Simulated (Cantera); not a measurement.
Feed: 1 mol TiO₂, 3.7 mol MgO, 0.71 mol O₂, equilibrated at 2125 K and 99.0 Pa.

Equilibrium computed with Cantera from the NASA thermochemical tables; the gas is ideal and each condensed phase is pure. Candidate condensed phases: Mg, MgO, MgTiO₃, MgTi₂O₅, Mg₂TiO₄, Ti, TiO, TiO₂, Ti₂O₃, Ti₃O₅, Ti₄O₇; 9 gas species. Mutual solubility and eutectic melting of coexisting phases are not modelled. Condensed phases not in the tables: alloys, solid solutions and most ternary compounds. Kinetics and transport are ignored.

Task: What is the equilibrium state?

Result: 
* **x(O₂)**: 0.947
* **x(O)**: 0.0511
* **x(Mg)**: 0.00189
* **x(MgO)**: 0.000210
* **x(TiO₂)**: 8.87e-5
* **n(MgO(s))**: 1.70 mol
* **n(Mg₂TiO₄(l))**: 1.000 mol
* **gas amount**: 0.7310 mol
* **log10 activity of Ti₂O₃(l) (absent)**: -5.30
* **log10 activity of Ti₃O₅(l) (absent)**: -5.85
* **log10 activity of Ti₄O₇(l) (absent)**: -6.76
